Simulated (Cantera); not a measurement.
Input: 1 mol C₂F₆, 6.9 mol H₂, equilibrated at 10.0 mbar.

Cantera equilibrium calculation (NASA polynomials, part measured and part estimated; ideal gas, pure solids and liquids). Candidate condensed phases: C, C₆H₆, C₇H₈, C₈H₁₈; 95 gas species. The feed counts by its element totals alone. Rates play no part.

log p: log10 of the partial pressure in bar; n: condensed amount in mol.

```json
[
 {"T (K)": "2025", "log p HF": "-2.22", "log p H₂": "-2.41", "log p H": "-3.92", "log p C₂H₂ (acetylene)": "-5.46", "log p F": "-7.07", "log p C₂H": "-8.66", "log p C₃": "-10.29", "n C(graphite)": "1.99"},
 {"T (K)": "2100", "log p HF": "-2.22", "log p H₂": "-2.42", "log p H": "___", "log p C₂H₂ (acetylene)": "___", "log p F": "___", "log p C₂H": "___", "log p C₃": "___", "n C(graphite)": "1.99"},
 {"T (K)": "2175", "log p HF": "-2.22", "log p H₂": "-2.43", "log p H": "-3.53", "log p C₂H₂ (acetylene)": "-5.08", "log p F": "-6.42", "log p C₂H": "-7.67", "log p C₃": "-8.84", "n C(graphite)": "1.98"},
 {"T (K)": "2250", "log p HF": "-2.23", "log p H₂": "-2.44", "log p H": "-3.35", "log p C₂H₂ (acetylene)": "-4.92", "log p F": "-6.13", "log p C₂H": "-7.23", "log p C₃": "-8.19", "n C(graphite)": "1.98"},
 {"T (K)": "2325", "log p HF": "-2.23", "log p H₂": "-2.46", "log p H": "-3.19", "log p C₂H₂ (acetylene)": "-4.77", "log p F": "-5.85", "log p C₂H": "-6.82", "log p C₃": "-7.58", "n C(graphite)": "1.96"},
 {"T (K)": "2400", "log p HF": "-2.24", "log p H₂": "-2.48", "log p H": "-3.04", "log p C₂H₂ (acetylene)": "-4.64", "log p F": "-5.59", "log p C₂H": "-6.44", "log p C₃": "-7.01", "n C(graphite)": "1.95"},
 {"T (K)": "2475", "log p HF": "-2.25", "log p H₂": "-2.52", "log p H": "-2.91", "log p C₂H₂ (acetylene)": "-4.53", "log p F": "-5.34", "log p C₂H": "-6.09", "log p C₃": "-6.47", "n C(graphite)": "1.93"},
 {"T (K)": "2550", "log p HF": "-2.26", "log p H₂": "-2.56", "log p H": "___", "log p C₂H₂ (acetylene)": "___", "log p F": "___", "log p C₂H": "___", "log p C₃": "___", "n C(graphite)": "1.91"},
 {"T (K)": "2625", "log p HF": "-2.27", "log p H₂": "-2.61", "log p H": "-2.68", "log p C₂H₂ (acetylene)": "-4.36", "log p F": "-4.88", "log p C₂H": "-5.46", "log p C₃": "-5.50", "n C(graphite)": "1.88"}
]
```

What belongs in the gaps?


- 2100, log p H: -3.72
- 2100, log p C₂H₂ (acetylene): -5.26
- 2100, log p F: -6.74
- 2100, log p C₂H: -8.14
- 2100, log p C₃: -9.54
- 2550, log p H: -2.79
- 2550, log p C₂H₂ (acetylene): -4.44
- 2550, log p F: -5.11
- 2550, log p C₂H: -5.76
- 2550, log p C₃: -5.97
